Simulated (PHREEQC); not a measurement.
1 g of hydrous ferric oxide (600 m²/g; 0.2 weak and 0.005 strong sites per Fe, Dzombak-Morel constants, diffuse double layer) in 1 kg of water with 0.01 mol/kgw of an inert sodium salt and 1.3e-05 mol/kgw MnCl2, 5.7e-06 mol/kgw Na2HAsO4 and 0.00022 mol/kgw CuSO4, at 25 °C; the pH is set by adding NaOH or the inert anion's acid. No oxygen is let in. The system is closed to CO2. Nothing may precipitate in this run.

Computed with PHREEQC (ion-association model, wateq4f.dat).

```tsv
pH	Mn sorbed (%)	As sorbed (%)	S sorbed (%)	Cu sorbed (%)	surface charge σ (C/m²)	surface potential ψ (mV)
3	0.0	100.0	100.0	0.2	0.267	190
3.38	0.0	100.0	100.0	0.8	0.239	186
3.75	0.0	100.0	100.0	3.7	0.205	179
4.12	0.0	100.0	100.0	12.2	0.168	170
4.5	0.0	100.0	99.9	28.8	0.133	158
4.88	0.0	100.0	99.8	54.8	0.102	145
5.25	0.1	100.0	99.4	81.7	___	132
5.62	0.4	100.0	98.1	95.0	0.057	117
6	1.7	100.0	93.8	98.9	0.041	100
6.38	7.3	100.0	81.8	99.7	0.029	84
6.75	25.0	100.0	60.4	99.9	0.022	70
7.12	___	100.0	34.8	100.0	0.016	___
7.5	85.0	100.0	13.6	100.0	0.011	41
7.88	96.5	100.0	3.6	100.0	0.005	22
8.25	99.3	100.0	0.8	99.9	0.001	3
8.62	99.9	100.0	0.2	99.9	-0.004	-17
9	100.0	99.9	0.0	99.9	-0.010	-38
```

Task: Fill in the missing entries.

Result: 
- 5.25, surface charge σ (C/m²): 0.077
- 7.12, Mn sorbed (%): 56.9
- 7.12, surface potential ψ (mV): 57

Species that the database lacks are ignored. The database has no arsenate complexes of Cu, Mn. The database's constant for dissolved Cu(OH)2 is higher than later reviews accept. The oxide is taken as insoluble; below pH 4 it would dissolve.
